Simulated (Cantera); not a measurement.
A Cantera script and its output.

```python
import numpy as np
import cantera as ct

gas = ct.Solution("gri30.yaml")
gas.TPX = 1275, 3200, {'N2O': 1, 'O2': 0.57}
reactor = ct.IdealGasConstPressureReactor(gas, energy="off", clone=False)
net = ct.ReactorNet([reactor])
net.rtol, net.atol = 1e-08, 1e-18
show = ['N2O', 'O2', 'N2', 'NO', 'O', 'NO2']
times = np.geomspace(6e-05, 40, 10)

steps = ct.SolutionArray(gas, extra=["t"])
rows = []
print(f"{'t/s':>10s}{'T/K':>9s}{'P/Pa':>11s}" + "".join(f"{s:>11s}" for s in show))
for t in times:
    while net.time < t:
        t_next = net.step()
        steps.append(gas.state, t=t_next)
    rows.append([np.interp(t, steps.t, y) for y in (steps.T, steps.P, *steps(*show).X.T)])
    print(f"{t:10.3e}{rows[-1][0]:9.1f}{rows[-1][1]:11.4g}" + "".join(f"{x:11.3e}" for x in rows[-1][2:]))
rate = np.gradient(steps.T, steps.t)
print("integrator steps:", len(steps.t))
if steps.T.max() > steps.T[0] + 200:
    print(f"time of steepest temperature rise: {steps.t[rate.argmax()]:.4e} s")
gas.TPX = 1275, 3200, {'N2O': 1, 'O2': 0.57}
gas.equilibrate("TP")
print(f"equilibrium (TP): T = {gas.T:.1f} K  " + "  ".join(f"{s} {gas[s].X[0]:.3e}" for s in show))
```

It prints:

```
       t/s      T/K       P/Pa        N2O         O2         N2         NO          O        NO2
 6.000e-05   1275.0       3200  6.369e-01  3.631e-01  1.584e-06  4.751e-08  1.262e-06  1.731e-15
 2.662e-04   1275.0       3200  6.369e-01  3.631e-01  8.616e-06  7.149e-07  3.759e-06  1.817e-13
 1.181e-03   1275.0       3200  6.369e-01  3.631e-01  4.793e-05  6.256e-06  5.433e-06  1.091e-11
 5.241e-03   1275.0       3200  6.366e-01  3.631e-01  2.287e-04  3.286e-05  5.464e-06  2.927e-10
 2.326e-02   1275.0       3200  6.355e-01  3.633e-01  1.030e-03  1.508e-04  5.464e-06  5.907e-09
 1.032e-01   1275.0       3200  6.305e-01  3.643e-01  4.564e-03  6.708e-04  5.464e-06  9.877e-08
 4.579e-01   1275.0       3200  6.089e-01  3.684e-01  1.983e-02  2.917e-03  5.462e-06  1.044e-06
 2.032e+00   1275.0       3200  5.233e-01  3.846e-01  8.028e-02  1.180e-02  5.450e-06  5.686e-06
 9.015e+00   1275.0       3200  2.806e-01  4.307e-01  2.518e-01  3.693e-02  5.383e-06  1.982e-05
 4.000e+01   1275.0       3200  2.695e-02  4.792e-01  4.314e-01  6.241e-02  4.315e-06  3.940e-05
integrator steps: 719
equilibrium (TP): T = 1275.0 K  N2O 3.892e-09  O2 5.167e-01  N2 4.829e-01  NO 4.140e-04  O 4.516e-07  NO2 1.394e-06
```

Detailed kinetics in Cantera: GRI-Mech 3.0 (53 species, 325 reactions). GRI-Mech 3.0 was tuned for natural gas; its chemistry of N2O as a main component is partial and can be far from experiment. Radical loss at walls, strong at low pressure, is not modelled. The mechanism lacks the step 2 NO + O2 → 2 NO2, which can matter for NO2 below about 1400 K. The temperature is held fixed by assumption; the heat of reaction is taken as removed at once.
